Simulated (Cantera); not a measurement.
A Cantera script and what it prints.

```python
import numpy as np
import cantera as ct

gas_names = """
    AL ALCL ALCL2 ALCL3 ALH ALN AL2 AL2CL6 CL CL2 H HCL H2 N NH NH2 NH3 N2 N2H2 N2H4
""".split()
cond_names = """
    AL(cr) AL(L) ALCL3(s) ALCL3(L) ALN(s) NH4CL(a) NH4CL(b)
""".split()


# ... load() reads the species with a 1 bar reference pressure and builds the phases ...
atoms = {
    'AlCl3': {'AL': 1, 'CL': 3},
    'NH3': {'N': 1, 'H': 3},
    'H2': {'H': 2},
}
top_T = {'ALN(s)': 2750}  # K; cautious upper limits of use, not melting points


# ... equilibrate(T, P, feed) seeds the gas with the atoms and calls Mixture.equilibrate('TP', solver="vcs", rtol=1e-11, max_steps=5000) ...
results = []
feed = {'AlCl3': 1, 'NH3': 1.3, 'H2': 410}  # mol
P = 1000  # Pa
for T in [1300, 1375, 1450, 1525, 1600, 1675, 1750, 1825, 1900, 1975]:
    mix = equilibrate(T, P, feed)
    results.append((T, P, feed, dict(zip(mix.species_names, mix.species_moles))))
    x = sorted(zip(gas.X, gas.species_names), reverse=True)
    print(f"T = {T:g} K  P = {P:g} Pa  gas = {mix.phase_moles(0):.4g} mol")
    print("   x: " + "  ".join(f"{s} {v:.3e}" for v, s in x if v > 0.001))
    print("   condensed (mol): " + ("  ".join(f"{mix.phase(i).name} {mix.phase_moles(i):.4g}"
          for i in range(1, mix.n_phases) if mix.phase_moles(i) > 1e-12) or "none"))
```

It prints:

```
T = 1300 K  P = 1000 Pa  gas = 413.7 mol
   x: H2 9.925e-01  HCL 6.408e-03
   condensed (mol): ALN(s) 0.812
T = 1375 K  P = 1000 Pa  gas = 414 mol
   x: H2 9.921e-01  HCL 5.768e-03
   condensed (mol): ALN(s) 0.5124
T = 1450 K  P = 1000 Pa  gas = 414.6 mol
   x: H2 9.913e-01  HCL 4.662e-03  ALCL 2.285e-03  N2 1.568e-03
   condensed (mol): none
T = 1525 K  P = 1000 Pa  gas = 414.6 mol
   x: H2 9.910e-01  HCL 4.748e-03  ALCL 2.345e-03  N2 1.568e-03
   condensed (mol): none
T = 1600 K  P = 1000 Pa  gas = 414.7 mol
   x: H2 9.907e-01  HCL 4.782e-03  ALCL 2.371e-03  N2 1.567e-03
   condensed (mol): none
T = 1675 K  P = 1000 Pa  gas = 414.8 mol
   x: H2 9.901e-01  HCL 4.798e-03  ALCL 2.382e-03  N2 1.567e-03  H 1.155e-03
   condensed (mol): none
T = 1750 K  P = 1000 Pa  gas = 415.1 mol
   x: H2 9.889e-01  HCL 4.807e-03  ALCL 2.381e-03  H 2.313e-03  N2 1.566e-03
   condensed (mol): none
T = 1825 K  P = 1000 Pa  gas = 415.5 mol
   x: H2 9.868e-01  HCL 4.816e-03  H 4.375e-03  ALCL 2.367e-03  N2 1.564e-03
   condensed (mol): none
T = 1900 K  P = 1000 Pa  gas = 416.3 mol
   x: H2 9.833e-01  H 7.869e-03  HCL 4.828e-03  ALCL 2.335e-03  N2 1.562e-03
   condensed (mol): none
T = 1975 K  P = 1000 Pa  gas = 417.5 mol
   x: H2 9.776e-01  H 1.353e-02  HCL 4.851e-03  ALCL 2.274e-03  N2 1.557e-03
   condensed (mol): none
```

Method: chemical equilibrium by Gibbs-energy minimisation in Cantera with the NASA 1993 tables (ideal gas, pure condensed phases). The tables' values for AlCl2 are old estimates; treat these amounts as uncertain.
